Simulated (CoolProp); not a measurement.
Properties of R1123 along the isobar 0.101 MPa.

Computed with CoolProp (reference Helmholtz-energy equation of state, Akasaka 2020).

| T (K) | phase | Z | cp (kJ/(kg K)) | isothermal compressibility (1/MPa) |
|---|---|---|---|---|
| 276.8 | gas | 0.9857 | 0.8160 | 10.05 |
| 280.7 | gas | 0.9863 | 0.8226 | 10.04 |
| 284.6 | gas | 0.9869 | 0.8292 | 10.03 |
| 288.5 | gas | 0.9875 | 0.8357 | 10.03 |
| 292.3 | gas | 0.9881 | 0.8419 | 10.02 |
| 296.2 | gas | 0.9886 | 0.8483 | 10.02 |
| 300.1 | gas | 0.9891 | 0.8547 | 10.01 |
| 304 | gas | 0.9895 | 0.8610 | 10.01 |
| 307.9 | gas | 0.9900 | 0.8672 | 10.00 |
| 311.8 | gas | 0.9904 | 0.8734 | 9.998 |
| 315.6 | gas | 0.9908 | 0.8794 | 9.994 |
| 319.5 | gas | 0.9911 | 0.8854 | 9.990 |
| 323.4 | gas | 0.9915 | 0.8914 | 9.986 |
| 327.3 | gas | 0.9918 | 0.8974 | 9.983 |
| 331.2 | gas | 0.9922 | 0.9033 | 9.980 |
| 335.1 | gas | 0.9925 | 0.9092 | 9.977 |
